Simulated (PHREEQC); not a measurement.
A PHREEQC input (ion-association model, phreeqc.dat):

```
SOLUTION 1
  temp 20
  units mg/L
  pH 5.84
  pe 12.7
  Na 0.545
  K 0.00775 charge
  Ca 0.136
  Mg 0.00988
  Cl 0.152
  S(6) 0.759 as SO4
  Alkalinity 0.726 as HCO3
  Br 0.000912
  Li 4.08e-05
  Zn 0.00103
END
USE solution 1
EQUILIBRIUM_PHASES 1
  Quartz 0 0.5
  CO2(g) -2 10
END
```

The run finishes without an error or a warning.

Its last state differs from that of the intended input:

```json
[
 {"quantity": "ionic strength (mol/kgw)", "as run": "5.19e-5", "intended": "5.17e-5"},
 {"quantity": "SI of Quartz (SiO2)", "as run": "-0.00", "intended": "+0.00"}
]
```

Question: One thing in the input isn't as intended. What explains the difference?

Answer: Several could match; the one computed here: The fault: charge balance asked on the minor ion K. The line should read `K 0.00775` where the input has `K 0.00775 charge`.
